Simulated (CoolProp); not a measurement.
Vapour-liquid equilibrium of propane (1) + cyclopropane (2) at 279.1 K; x and y are mole fractions of (1).

Values from CoolProp's multi-fluid Helmholtz-energy mixture model, Lemmon 2009 and Polt 1992; pair parameters Bell 2016. This equation is an older, rougher fit; its heat capacities, sound speeds and derivatives of the liquid may be far off and weren't checked against measurements.

```csv
x,"bubble pressure, mixture model (MPa)","bubble pressure, Raoult's law (MPa)","y, mixture model","y, Raoult's law"
0.05,0.4315,0.4244,0.078,0.067
0.15,0.4581,0.4393,[?],0.193
0.25,0.4816,0.4543,0.332,0.312
0.35,[?],0.4693,[?],0.423
0.45,0.5197,0.4843,0.527,0.527
0.55,[?],0.4993,[?],0.624
0.65,0.5467,0.5142,[?],0.716
0.75,[?],0.5292,0.777,0.803
0.85,0.5630,0.5442,[?],0.885
0.95,0.5664,0.5592,0.951,0.963
```

Fill in the missing entries.


- 0.15, y, mixture model: 0.215
- 0.35, bubble pressure, mixture model (MPa): 0.5021
- 0.35, y, mixture model: 0.435
- 0.55, bubble pressure, mixture model (MPa): 0.5345
- 0.55, y, mixture model: 0.613
- 0.65, y, mixture model: 0.695
- 0.75, bubble pressure, mixture model (MPa): 0.5563
- 0.85, y, mixture model: 0.861

The largest gap from Raoult's law is +7.3 % in bubble pressure, at x = 0.45. No azeotrope shows between x = 0.05 and 0.95.

Pair parameters are fitted to limited data, so mixtures are less certain than the pure fluids.
